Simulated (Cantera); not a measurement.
# Ignition delay

Mixture: CH4 : CO : O2 : N2 = 1 : 0.41 : 1.7 : 4.92 (molar parts), equivalence ratio 1.3, at 2330 Torr, adiabatic and at constant volume. Ignition delay is the time to a rise of 400 K.

Detailed kinetics in Cantera: GRI-Mech 3.0 (53 species, 325 reactions).

```tsv
T0 (K)	delay (ms)
1025	362
1125	63.7
1225	13.9
1325	3.56
1425	1.05
1525	0.353
1625	0.136
1725	0.0598
1825	0.0296
1925	0.0162
```

```
Item                                                     Value
--------------------------------------------------  ----------
apparent activation energy between 1725 and 1925 K  180 kJ/mol
```
